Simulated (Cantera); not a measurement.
## Ignition delay

Mixture: CH₄ : O₂ : N₂ : H₂O = 1 : 2.41 : 9.16 : 1.5 (molar parts), equivalence ratio 0.83, at 7500 Torr, adiabatic and at constant pressure. Ignition delay is the time to a rise of 400 K.

Computed with Cantera and GRI-Mech 3.0 (53 species, 325 reactions).

| T0 (K) | delay (ms) |
|---|---|
| 1025 | 53.6 |
| 1075 | 24.2 |
| 1125 | 11.9 |
| 1175 | 6.25 |
| 1225 | 3.45 |
| 1275 | 1.98 |
| 1325 | 1.17 |
| 1375 | 0.703 |

* **apparent activation energy between 1275 and 1375 K**: 150 kJ/mol
